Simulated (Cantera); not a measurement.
Feed: 1 mol FeS2, 270 mol H2, 0.0025 mol CH4, held at 0.0510 bar.

These are equilibrium values from Cantera (NASA tables, ideal gas, pure condensed phases), not measurements of a reactor. Candidate condensed phases: C, C6H6, C7H8, C8H18, Fe, FeS, FeS2, S; 84 gas species. Metal and sulfide melt together well below either melting point, which pure phases cannot show. Mutual solubility and eutectic melting of coexisting phases are not modelled. FeS: taken at fixed stoichiometry. Equilibrium is a limit: real reactors are often held back by kinetics, nucleation or transport.

log p: log10 of the partial pressure in bar; n: condensed amount in mol.

```tsv
T (°C)	log p H2	log p H2S	log p SH	log p S2	log p H	n FeS(s)	n Fe(γ)
725	-1.29	-3.72	-8.31	-9.14	-9.31	1.00	0
775	-1.29	-3.72	-7.90	-8.70	-8.76	1.00	0
825	-1.29	-3.72	-7.53	-8.29	-8.25	1.00	0
875	-1.29	-3.72	…	…	…	1.00	0
925	-1.29	-3.67	-6.82	-7.47	-7.37	0.875	0.125
975	-1.29	…	…	…	…	…	…
1025	-1.30	-3.45	-6.04	-6.41	-6.62	0.105	0.895
1075	-1.30	-3.43	-5.78	-6.09	-6.28	0	1.000
```

Problem. Some entries are withheld; supply them.

Solution. 
- 975, log p H2S: -3.56
- 975, log p SH: -6.42
- 975, log p S2: -6.92
- 975, log p H: -6.98
- 975, n FeS(s): 0.524
- 975, n Fe(γ): 0.476
- 875, log p SH: -7.19
- 875, log p S2: -7.91
- 875, log p H: -7.79
